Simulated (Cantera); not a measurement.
A perfectly stirred reactor is fed with H2 : O2 : H2O = 0.044 : 1 : 0.096 (molar parts), equivalence ratio 0.022, at 10.00 Torr; it is held at 1350 K, and followed from long to short residence time.

Model: the H2/O2 subset of GRI-Mech 3.0, which has no nitrogen chemistry, integrated in Cantera. Radical loss at walls, strong at low pressure, is not modelled. The temperature is held fixed by assumption; the heat of reaction is taken as removed at once.

### Question
Predict: x(H2) at τ = 15.0 s; x(O2) at τ = 15.0 s; x(H2O2) at τ = 15.0 s; x(O) at τ = 15.0 s; x(OH) at τ = 15.0 s; x(H2) at τ = 0.360 s; x(O2) at τ = 0.360 s; x(H2O2) at τ = 0.360 s; x(O) at τ = 0.360 s; x(OH) at τ = 0.360 s.

### Answer
x(H2) at τ = 15.0 s: 3.30e-5
x(O2) at τ = 15.0 s: 0.874
x(H2O2) at τ = 15.0 s: 2.35e-8
x(O) at τ = 15.0 s: 0.000381
x(OH) at τ = 15.0 s: 0.000907
x(H2) at τ = 0.360 s: 0.000355
x(O2) at τ = 0.360 s: 0.869
x(H2O2) at τ = 0.360 s: 7.89e-8
x(O) at τ = 0.360 s: 0.00421
x(OH) at τ = 0.360 s: 0.00300
